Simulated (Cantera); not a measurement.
Thermodynamics of chlorosilane synthesis and conversion, feed SiCl4 + Cl2 + H2

Charge: 1 mol SiCl4, 0.95 mol Cl2, 8.8 mol H2, at 360000 Pa.

Equilibrium computed with Cantera from the NASA thermochemical tables; the gas is ideal and each condensed phase is pure. Candidate condensed phases: Si; 19 gas species. The tables' values for SiCl3 are old estimates; treat these amounts as uncertain. Rates play no part.

From 573 K to 1673 K nothing is condensed. The main Si-bearing gas is SiCl4 at 573 K and SiCl2 at 1673 K.

| T (K) | x H2 | x HCl | x SiCl4 | x SiCl2 | x SiCl3 | x SiHCl3 | x SiH2Cl2 | x H |
|---|---|---|---|---|---|---|---|---|
| 573 | 0.730 | 0.177 | 0.0930 | <1e-12 | 3.85e-12 | 5.42e-6 | 1.45e-11 | <1e-12 |
| 673 | 0.730 | 0.177 | 0.0930 | <1e-12 | 9.83e-10 | 4.85e-5 | 1.56e-9 | <1e-12 |
| 773 | 0.730 | 0.177 | 0.0928 | 5.35e-12 | 5.85e-8 | 0.000241 | 4.80e-8 | <1e-12 |
| 873 | 0.729 | 0.178 | 0.0922 | 1.14e-9 | 1.34e-6 | 0.000811 | 6.51e-7 | 2.11e-11 |
| 973 | 0.728 | 0.179 | 0.0909 | 7.72e-8 | 1.56e-5 | 0.00208 | 4.97e-6 | 4.86e-10 |
| 1073 | 0.726 | 0.181 | 0.0885 | 2.27e-6 | 0.000112 | 0.00434 | 2.49e-5 | 6.29e-9 |
| 1173 | 0.722 | 0.185 | 0.0846 | 3.52e-5 | 0.000550 | 0.00769 | 8.94e-5 | 5.28e-8 |
| 1273 | 0.716 | 0.191 | 0.0786 | 0.000328 | 0.00198 | 0.0117 | 0.000243 | 3.18e-7 |
| 1373 | 0.706 | 0.202 | 0.0694 | 0.00194 | 0.00540 | 0.0154 | 0.000503 | 1.47e-6 |
| 1473 | 0.690 | 0.219 | 0.0560 | 0.00743 | 0.0110 | 0.0166 | 0.000772 | 5.54e-6 |
| 1573 | 0.667 | 0.242 | 0.0396 | 0.0187 | 0.0168 | 0.0145 | 0.000870 | 1.75e-5 |
| 1673 | 0.643 | 0.268 | 0.0242 | 0.0338 | 0.0198 | 0.0104 | 0.000770 | 4.81e-5 |
x: gas mole fraction; nothing condenses.
